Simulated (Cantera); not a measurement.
Charge: 1 mol SiH4, 2.6 mol N2, at 1777 °C and 1330 Pa.

Equilibrium computed with Cantera from the NASA thermochemical tables; the gas is ideal and each condensed phase is pure. Candidate condensed phases: Si, Si3N4; 18 gas species. The tables' values for SiN are old estimates; treat these amounts as uncertain. Gases not in the tables: Si2H6 and higher silanes. The numbers say what is thermodynamically allowed, not how fast it happens.

Base state: N2 0.558, H2 0.423, H 0.0128, Si 0.00580, SiH 0.000263, Si2N 0.000145, SiN 0.000116, Si2 6.76e-5 (mole fractions); condensed: Si(l).

What changes in the equilibrium state with this change: temperature from 1777 °C to 1750 °C?


```tsv
species	before	after
N2	0.558	0.560
H2	0.423	0.425
H	0.0128	0.0107
Si	0.00580	0.00427
Si2	6.76e-5	4.67e-5
Si3	1.41e-5	9.91e-6
SiN	0.000116	9.09e-5
SiH	0.000263	0.000207
Si(l), mol	0.969	0.977
```
